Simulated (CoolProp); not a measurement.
Vapour-liquid equilibrium of R134a (1) + dimethyl ether (2) at 0.237 MPa; x and y are mole fractions of (1).

The numbers come from the multi-fluid Helmholtz-energy mixture model, Tillner-Roth 1994 and Wu 2011; pair parameters Bell 2016 in CoolProp.

```tsv
x	bubble temperature, mixture model (K)	bubble temperature, Raoult's law (K)	y, mixture model	y, Raoult's law
0.05	270.1	269.7	0.041	0.054
0.125	270.5	269.5	0.110	0.135
0.2	270.8	269.3	0.186	0.215
0.275	271.0	269.1	0.268	0.293
0.35	271.0	268.9	0.354	0.370
0.425	270.9	268.8	0.441	0.447
0.5	270.7	268.6	0.528	0.522
0.575	270.3	268.4	0.611	0.596
0.65	269.9	268.2	0.691	0.670
0.725	269.4	268.1	0.767	0.742
0.8	268.9	267.9	0.837	0.814
0.875	268.4	267.7	0.902	0.884
0.95	267.8	267.6	0.962	0.954
```

The largest gap from Raoult's law is +2.1 K in bubble temperature, at x = 0.425. y crosses x between x = 0.275 and 0.35: the model has an azeotrope there.

The pair parameters rest on a limited set of measurements; away from them the model extrapolates.
